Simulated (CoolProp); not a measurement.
Computed with CoolProp (reference Helmholtz-energy equation of state, Aleksandrov 2011). It is a short technical equation, of lower accuracy than the large ones.

Give the vapour pressure (kPa), liquid density (kg/m³), liquid cp (kJ/(kg K)), surface tension (mN/m) of saturated n-undecane at 464, 487.5 K.


```tsv
T (K)	p (kPa)	liquid density (kg/m³)	liquid cp (kJ/(kg K))	surface tension (mN/m)
464	89.6	604	2.86	10.0
487.5	156	582	2.96	8.31
```

Surface tension comes from a separate correlation (Mulero 2014).
